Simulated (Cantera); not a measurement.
A closed system holds: 1 mol B₂O₃, 20 mol HCl, 1.4 mol O₂, at 875 °C and 6.70 Pa.

Method: chemical equilibrium by Gibbs-energy minimisation in Cantera with the NASA 1993 tables (ideal gas, pure condensed phases). Candidate condensed phases: B, B₂O₃, B₃O₃H₃, H₂O; 33 gas species. The tables' values for BOCl are old estimates; treat these amounts as uncertain. Rates play no part.

Base state: HCl 0.879, O₂ 0.0526, Cl 0.0313, H₂O 0.0214, Cl₂ 0.00915, HBO₂ 0.00684, B₂O₃ 2.31e-5, BOCl 1.87e-5 (mole fractions); condensed: B₂O₃(l).

Q: What changes in the equilibrium state with this change: temperature from 875 °C to 1602 °C?

A: 
```csv
species,before,after
HCl,0.879,0.561
Cl,0.0313,0.255
H₂O,0.0214,0.0710
HBO₂,0.00684,0.0655
H,1.89e-9,0.0107
H₂,4.68e-8,0.0178
O₂,0.0526,0.00265
BO,<1e-9,0.000565
HBO,<1e-9,5.72e-5
O,2.22e-7,0.00151
"B₂O₃(l), mol",0.926,0
```

Q: What changes in the equilibrium state with this change: temperature from 875 °C to 600 °C?

A: 
| species | before | after |
|---|---|---|
| HCl | 0.879 | 0.878 |
| O₂ | 0.0526 | 0.0483 |
| H₂O | 0.0214 | 0.0365 |
| Cl | 0.0313 | 0.00103 |
| Cl₂ | 0.00915 | 0.0360 |
| HBO₂ | 0.00684 | 2.84e-5 |
| B₂O₃ | 2.31e-5 | <1e-9 |
| BOCl | 1.87e-5 | 1.83e-9 |
| B₂O₃(l), mol | 0.926 | 1.000 |
